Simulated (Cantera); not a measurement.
Feed: 1 mol AlN, 5.7 mol H₂, equilibrated at 0.100 bar.

Method: chemical equilibrium by Gibbs-energy minimisation in Cantera with the NASA 1993 tables (ideal gas, pure condensed phases). Candidate condensed phases: Al, AlN; 13 gas species. The numbers say what is thermodynamically allowed, not how fast it happens.

x: gas mole fraction; n: condensed amount in mol.

| T (°C) | x H₂ | x Al | x N₂ | x H | x AlH | x Al₂ | x NH₃ | n AlN(s) |
|---|---|---|---|---|---|---|---|---|
| 1577 | 0.996 | 0.00116 | 0.000656 | 0.00170 | 0.000147 | 9.63e-8 | 6.72e-8 | 0.993 |
| 1602 | 0.995 | 0.00168 | 0.000941 | 0.00207 | 0.000199 | 1.73e-7 | 7.65e-8 | 0.989 |
| 1627 | 0.993 | 0.00241 | 0.00134 | 0.00250 | 0.000267 | 3.06e-7 | 8.68e-8 | 0.985 |
| 1652 | 0.991 | 0.00341 | 0.00188 | 0.00301 | 0.000356 | 5.32e-7 | 9.80e-8 | 0.978 |
| 1677 | 0.989 | ? | ? | ? | ? | ? | ? | 0.970 |
| 1702 | 0.985 | 0.00666 | 0.00364 | 0.00429 | 0.000617 | 1.54e-6 | 1.24e-7 | 0.958 |
| 1727 | 0.980 | 0.00918 | 0.00499 | 0.00509 | 0.000804 | 2.57e-6 | 1.38e-7 | 0.942 |
| 1752 | 0.974 | ? | ? | ? | ? | ? | ? | 0.921 |
| 1777 | 0.965 | 0.0171 | 0.00920 | 0.00705 | 0.00133 | 6.89e-6 | 1.68e-7 | 0.892 |
| 1802 | 0.955 | 0.0230 | 0.0123 | 0.00823 | 0.00169 | 1.11e-5 | 1.85e-7 | 0.853 |

Problem. What belongs in the gaps?

Solution. 
- 1752, x Al: 0.0126
- 1752, x N₂: 0.00680
- 1752, x H: 0.00601
- 1752, x AlH: 0.00104
- 1752, x Al₂: 4.24e-6
- 1752, x NH₃: 1.53e-7
- 1677, x Al: 0.00478
- 1677, x N₂: 0.00263
- 1677, x H: 0.00360
- 1677, x AlH: 0.000471
- 1677, x Al₂: 9.12e-7
- 1677, x NH₃: 1.10e-7
